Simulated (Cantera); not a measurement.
Input (Python, Cantera):

```python
import numpy as np
import cantera as ct

gas = ct.Solution("h2o2.yaml")


def delay(T, t_max=10):
    gas.TPX = T, 1000000, {'H2': 1, 'O2': 1.11, 'N2': 2.89}
    reactor = ct.IdealGasConstPressureReactor(gas, clone=False)
    net = ct.ReactorNet([reactor])
    net.rtol, net.atol = 1e-8, 1e-16
    while net.time < t_max:
        t_old, T_old = net.time, reactor.T
        net.step()
        if reactor.T > T + 400:  # ignition: a rise of 400 K
            return t_old + (T + 400 - T_old) / (reactor.T - T_old) * (net.time - t_old)
    return np.nan


taus = []
for T in [1100, 1150, 1200, 1250, 1300, 1350, 1400, 1450, 1500, 1550]:
    taus.append(delay(T))
    print(f"T0 = {T:6g} K   tau = {taus[-1]:.4e} s")
```

Result:

```
T0 =   1100 K   tau = 1.0482e-03 s
T0 =   1150 K   tau = 3.0346e-04 s
T0 =   1200 K   tau = 6.2163e-05 s
T0 =   1250 K   tau = 9.3750e-06 s
T0 =   1300 K   tau = 4.3315e-06 s
T0 =   1350 K   tau = 2.7935e-06 s
T0 =   1400 K   tau = 2.0419e-06 s
T0 =   1450 K   tau = 1.5965e-06 s
T0 =   1500 K   tau = 1.3034e-06 s
T0 =   1550 K   tau = 1.0976e-06 s
```

Detailed kinetics in Cantera: the H2/O2 subset of GRI-Mech 3.0, which has no nitrogen chemistry. The hydrogen kinetics of GRI-Mech 3.0 are dated; newer H2 mechanisms differ, most at raised pressure. Where the delays flatten at high temperature, the 400 K rule measures the pace of heat release, not the induction time.
